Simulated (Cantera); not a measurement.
A closed system holds: 1 mol Si₃H₈, 25 mol N₂, held at 948.15 K and 13.3 mbar.

Equilibrium computed with Cantera from the NASA thermochemical tables; the gas is ideal and each condensed phase is pure. Candidate condensed phases: Si, Si₃N₄; 18 gas species. The feed counts by its element totals alone. N₂ is the only nitrogen source here; it is nearly inert below about 1500 K, so the nitride shown seldom forms there in practice. Kinetics and transport are ignored.

Base state: N₂ 0.852, H₂ 0.148 (mole fractions); condensed: Si₃N₄(s).

Q: What changes in the equilibrium state with this change: Si₃H₈ replaced by Si₂Cl₆?

A: 
```
species        before    after
-------------  ------  -------
N₂              0.852    0.943
SiCl₄               0   0.0573
SiCl₃               0  2.17e-5
H₂              0.148        0
Si₃N₄(s), mol    1.00    0.167
```
The tables' values for SiCl₃ are old estimates; treat these amounts as uncertain.
